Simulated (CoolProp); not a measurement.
The fluid at 321.22 K and 1.4 MPa is throttled through a valve to 0.599 MPa with no heat exchange. The same conditions are run with several fluids, on thermodynamics alone (safety and materials aside).

Values from CoolProp's reference Helmholtz-energy equation of state of each fluid (R507A: Lemmon 2003; oxygen: Schmidt 1985; carbon dioxide: Span 1996; sulfur hexafluoride: Guder 2009; C2F6 (R116): Lemmon 2006). Blends and air are pseudo-pure fits.

```
fluid                temperature change (K)  final density (kg/m³)
-------------------  ----------------------  ---------------------
R507A                                 -12.6             (withheld)
oxygen                           (withheld)                   7.24
carbon dioxide                   (withheld)                   10.4
sulfur hexafluoride              (withheld)             (withheld)
C2F6 (R116)                            -6.1             (withheld)
```

Question: Fill in the missing entries.

Answer: 
- R507A, final density (kg/m³): 25.4
- oxygen, temperature change (K): -1.8
- carbon dioxide, temperature change (K): -7.5
- sulfur hexafluoride, temperature change (K): -7.0
- sulfur hexafluoride, final density (kg/m³): 35.6
- C2F6 (R116), final density (kg/m³): 33.3

Above 300 K oxygen's equation is extrapolated.
